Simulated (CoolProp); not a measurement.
Values from CoolProp's reference Helmholtz-energy equation of state, Lemmon 2003. It is a pseudo-pure fit of the blend.

For R410A, give the phase and the Z, conductivity (mW/(m K)) at 283.1 K and 97.3 bar; 481.4 K and 97.3 bar.


- 283.1 K and 97.3 bar: liquid; Z 0.255, conductivity 105
- 481.4 K and 97.3 bar: supercritical; Z 0.812, conductivity 34.6

Thermal conductivity comes from a separate model (Geller 2001).
